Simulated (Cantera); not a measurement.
Input (Python, Cantera) and output of one run.

```python
import numpy as np
import cantera as ct

gas_names = """
    C CH CH2 CH3 CH2OH CH3O CH4 CH3OH CO CO2 COOH C2 C2H CHCO,ketyl C2H2,acetylene C2H2,vinylidene
    CH2CO,ketene C2H3,vinyl CH3CO,acetyl C2H4 C2H4O,ethylen CH3CHO,ethanal CH3COOH (HCOOH)2 C2H5 C2H6
    CH3OCH3 C2H5OH C2O C3 C3H3,propargyl C3H4,allene C3H4,propyne C3H4,cyclo- C3H5,allyl C3H6,propylene
    C3H6,cyclo- C3H6O C3H7,n-propyl C3H7,i-propyl C3H8 C3H8O,1propanol C3H8O,2propanol C3O2 C4 C4H2
    C4H4,1,3-cyclo- C4H6,butadiene C4H6,2-butyne C4H6,cyclo- C4H8,1-butene C4H8,cis2-buten
    C4H8,tr2-butene C4H8,isobutene C4H8,cyclo- (CH3COOH)2 C4H9,n-butyl C4H9,i-butyl C4H9,s-butyl
    C4H9,t-butyl C4H10,isobutane C4H10,n-butane C5 C5H6,1,3cyclo- C5H8,cyclo- C5H10,1-pentene
    C5H10,cyclo- C5H11,pentyl C5H11,t-pentyl C5H12,n-pentane C5H12,i-pentane CH3C(CH3)2CH3 C6H2
    C6H5,phenyl C6H5O,phenoxy C6H6 C6H5OH,phenol C6H10,cyclo- C6H12,1-hexene C6H12,cyclo- C6H13,n-hexyl
    C7H7,benzyl C7H8 C7H8O,cresol C7H14,1-heptene C7H15,n-heptyl C7H16,n-heptane C8H8,styrene
    C8H10,ethylbenz C8H16,1-octene C8H17,n-octyl C8H18,isooctane C8H18,n-octane C9H19,n-nonyl
    C10H8,naphthale C10H21,n-decyl C12H9,o-bipheny C12H10,bipheny H HCO HO2 H2 HCHO,formaldehy HCOOH H2O
    H2O2 Mg MgH MgO MgOH MgO2H2 Mg2 O OH O2 O3
""".split()
cond_names = """
    C(gr) C6H6(L) C7H8(L) C8H18(L),n-octa H2O(s) H2O(L) Mg(cr) Mg(L) MgCO3(s) MgO(s) MgO(L) MgO2H2(s)
""".split()


def load(file, names, dense=False):
    # The tables refer to 1 bar. Condensed volumes are neglected.
    table = {s.name: s for s in ct.Species.list_from_file(file)}
    out = []
    for n in names:
        d = dict(table[n].input_data)
        d["thermo"] = dict(d["thermo"], **{"reference-pressure": 1e5})
        if dense:
            d["equation-of-state"] = {"model": "constant-volume", "density": "1e6 g/cm^3"}
        out.append(ct.Species.from_dict(d))
    return out


gas = ct.Solution(thermo="ideal-gas", species=load("nasa_gas.yaml", gas_names))
cond = {s.name: ct.Solution(thermo="fixed-stoichiometry", species=[s], name=s.name)
        for s in load("nasa_condensed.yaml", cond_names, dense=True)}
atoms = {
    'MgCO3': {'Mg': 1, 'C': 1, 'O': 3},
    'C': {'C': 1},
    'H2O': {'H': 2, 'O': 1},
}
top_T = {'C(gr)': 4500}  # K; cautious upper limits of use, not melting points


def equilibrate(T, P, feed):
    n = {}
    for name, mol in feed.items():
        for a, k in atoms[name].items():
            n[a] = n.get(a, 0.0) + k * mol
    gas.TPX = T, P, n
    mass = sum(n.values()) * gas.mean_molecular_weight
    gas.equilibrate("TP")
    valid = [c for c in cond.values() if c.min_temp <= T <= top_T.get(c.name, c.max_temp)]
    mix = ct.Mixture([(gas, mass / gas.mean_molecular_weight)] + [(c, 0.0) for c in valid])
    mix.T, mix.P = T, P
    mix.equilibrate("TP", solver="vcs", rtol=1e-11, max_steps=5000)
    return mix


results = []
feed = {'MgCO3': 1, 'C': 0.29, 'H2O': 9.2}  # mol
T = 550  # K
for P in [10, 68, 460, 3200, 22000, 150000, 1000000]:
    mix = equilibrate(T, P, feed)
    results.append((T, P, feed, dict(zip(mix.species_names, mix.species_moles))))
    x = sorted(zip(gas.X, gas.species_names), reverse=True)
    print(f"T = {T:g} K  P = {P:g} Pa  gas = {mix.phase_moles(0):.4g} mol")
    print("   x: " + "  ".join(f"{s} {v:.3e}" for v, s in x if v > 1e-06))
    print("   condensed (mol): " + ("  ".join(f"{mix.phase(i).name} {mix.phase_moles(i):.4g}"
          for i in range(1, mix.n_phases) if mix.phase_moles(i) > 1e-12) or "none"))
```

Output:

```
T = 550 K  P = 10 Pa  gas = 10.49 mol
   x: H2O 8.219e-01  CO2 1.228e-01  H2 5.515e-02  CO 1.429e-04
   condensed (mol): MgO(s) 1
T = 550 K  P = 68 Pa  gas = 10.49 mol
   x: H2O 8.219e-01  CO2 1.228e-01  H2 5.514e-02  CO 1.429e-04  CH4 1.349e-06
   condensed (mol): MgO(s) 1
T = 550 K  P = 460 Pa  gas = 10.49 mol
   x: H2O 8.221e-01  CO2 1.228e-01  H2 5.491e-02  CO 1.422e-04  CH4 6.063e-05
   condensed (mol): MgO(s) 1
T = 550 K  P = 3200 Pa  gas = 10.45 mol
   x: H2O 8.282e-01  CO2 1.215e-01  H2 4.843e-02  CH4 1.732e-03  CO 1.232e-04
   condensed (mol): MgO(s) 1
T = 550 K  P = 22000 Pa  gas = 9.56 mol
   x: H2O 9.146e-01  CO2 4.414e-02  H2 3.476e-02  CH4 6.469e-03  CO 2.909e-05
   condensed (mol): MgCO3(s) 0.8059  MgO(s) 0.1941
T = 550 K  P = 150000 Pa  gas = 9.287 mol
   x: H2O 9.500e-01  CO2 2.030e-02  H2 1.878e-02  CH4 1.092e-02  CO 6.958e-06
   condensed (mol): MgCO3(s) 1
T = 550 K  P = 1e+06 Pa  gas = 9.237 mol
   x: H2O 9.606e-01  CO2 1.770e-02  CH4 1.369e-02  H2 8.010e-03  CO 2.559e-06
   condensed (mol): MgCO3(s) 1
```

Equilibrium computed with Cantera from the NASA thermochemical tables; the gas is ideal and each condensed phase is pure.
